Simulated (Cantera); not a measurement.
An isothermal, constant-pressure homogeneous reactor starts with CH4 : CO2 : H2 = 1 : 0.12 : 0.23 (molar parts), at 2198 K and 0.188 atm.

Computed with Cantera and GRI-Mech 3.0 (53 species, 325 reactions). GRI-Mech 3.0 stops at C3 and has no aromatics, soot or wall deposition, so with more carbon than oxygen in the feed, carbon stays in small species such as C2H2 where larger ones or solid carbon would form.

x: mole fraction; the columns are a selection and need not sum to one.

```
t (s)        x CH4    x CO2   x H2     x HO2      x OH
--------  --------  -------  -----  --------  --------
8.00e-6      0.718   0.0881  0.178  1.25e-12   1.26e-6
4.92e-5          …        …      …  3.38e-12         …
0.000302    0.0718   0.0278  0.644  9.38e-12   3.54e-5
0.00186          …        …  0.685  5.39e-12         …
0.0114     0.00200  7.91e-5  0.712    <1e-12   6.05e-6
0.0701    0.000254  1.98e-9  0.715    <1e-12  1.63e-10
0.431     0.000252  1.93e-9  0.715    <1e-12  1.59e-10
2.65      0.000252  1.93e-9  0.715    <1e-12  1.59e-10
16.3      0.000252  1.93e-9  0.715    <1e-12  1.59e-10
100       0.000252  1.93e-9  0.715    <1e-12  1.59e-10
```

Q: Complete the blanks.

A: 
- 4.92e-5, x CH4: 0.445
- 4.92e-5, x CO2: 0.0743
- 4.92e-5, x H2: 0.348
- 4.92e-5, x OH: 1.06e-5
- 0.00186, x CH4: 0.00799
- 0.00186, x CO2: 0.000711
- 0.00186, x OH: 5.58e-5
